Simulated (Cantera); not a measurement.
A Cantera script and its output.

```python
import numpy as np
import cantera as ct

gas = ct.Solution("gri30.yaml")
gas.TPX = 500, 57000, {'CH3OH': 1, 'O2': 1.36, 'N2': 5.13, 'H2O': 0.22, 'H2': 0.018}
inlet = ct.Reservoir(gas, clone=True)
gas.equilibrate("HP")  # start burning
reactor = ct.IdealGasConstPressureReactor(gas, energy="on", clone=False)
exhaust = ct.Reservoir(gas, clone=True)
tau = [0.024, 0.013, 0.0074, 0.0041, 0.0023, 0.0013, 0.0007, 0.00039, 0.00022, 0.00012, 6.6e-05, 3.7e-05, 2e-05][0]
for a, b in ((inlet, reactor), (reactor, exhaust)):
    ct.MassFlowController(a, b, mdot=lambda t: reactor.mass / tau)
net = ct.ReactorNet([reactor])
show = ['CH3OH', 'O2', 'H2O', 'CO', 'H', 'C2H4', 'NO']

rows = []
print(f"{'tau/s':>10s}{'T/K':>9s}" + "".join(f"{s:>11s}" for s in show))
for tau in [0.024, 0.013, 0.0074, 0.0041, 0.0023, 0.0013, 0.0007, 0.00039, 0.00022, 0.00012, 6.6e-05, 3.7e-05, 2e-05]:
    net.initial_time = 0.0
    net.advance(30 * tau)
    before = gas.X
    net.advance(40 * tau)
    drift = np.max(np.abs(gas.X - before) / (gas.X + 1e-9))
    rows.append([gas.T, *gas[show].X, drift])
    print(f"{tau:10.3e}{gas.T:9.1f}" + "".join(f"{x:11.3e}" for x in gas[show].X))
```

Result:

```
     tau/s      T/K      CH3OH         O2        H2O         CO          H       C2H4         NO
 2.400e-02   2174.0  3.202e-06  5.848e-03  2.417e-01  3.228e-02  3.568e-03  1.740e-11  3.270e-04
 1.300e-02   2140.0  4.946e-06  7.346e-03  2.386e-01  3.390e-02  4.629e-03  3.711e-11  2.181e-04
 7.400e-03   2103.9  7.414e-06  8.886e-03  2.354e-01  3.548e-02  5.877e-03  8.393e-11  1.492e-04
 4.100e-03   2062.7  1.150e-05  1.059e-02  2.318e-01  3.715e-02  7.448e-03  2.174e-10  1.026e-04
 2.300e-03   2021.1  1.805e-05  1.231e-02  2.283e-01  3.875e-02  9.171e-03  5.901e-10  7.395e-05
 1.300e-03   1980.5  2.895e-05  1.401e-02  2.250e-01  4.035e-02  1.090e-02  1.660e-09  5.533e-05
 7.000e-04   1938.9  5.017e-05  1.594e-02  2.219e-01  4.234e-02  1.257e-02  5.369e-09  4.121e-05
 3.900e-04   1901.6  8.827e-05  1.809e-02  2.197e-01  4.494e-02  1.363e-02  1.731e-08  3.115e-05
 2.200e-04   1864.2  1.635e-04  2.103e-02  2.182e-01  4.907e-02  1.379e-02  5.973e-08  2.296e-05
 1.200e-04   1811.0  3.637e-04  2.675e-02  2.169e-01  5.742e-02  1.222e-02  2.795e-07  1.432e-05
 6.600e-05    500.0  1.294e-01  1.760e-01  2.847e-02 -4.131e-15  2.935e-25 -2.830e-19 -1.440e-19
 3.700e-05    500.0  1.294e-01  1.760e-01  2.847e-02 -7.491e-17  2.900e-25 -5.131e-21 -2.610e-21
 2.000e-05    500.0  1.294e-01  1.760e-01  2.847e-02 -4.843e-19  2.797e-25 -3.318e-23 -1.688e-23
```

Detailed kinetics in Cantera: GRI-Mech 3.0 (53 species, 325 reactions). GRI-Mech 3.0 was tuned for natural gas; its chemistry of methanol as a main component is partial and can be far from experiment.
